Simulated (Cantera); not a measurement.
Input: 1 mol SiH2Cl2, 27 mol NH3, 1.4 mol N2, equilibrated at 1025 K and 0.0133 bar.

Equilibrium computed with Cantera from the NASA thermochemical tables; the gas is ideal and each condensed phase is pure. Candidate condensed phases: NH4Cl, Si, Si3N4; 28 gas species. Rates play no part.

Problem. What is the equilibrium state?

Solution. 
- x(H2): 0.714
- x(N2): 0.251
- x(HCl): 0.0353
- x(NH3): 1.99e-6
- n(Si3N4(s)): 0.333 mol
- gas amount: 56.73 mol
- log10 activity of Si(s) (absent): -5.22
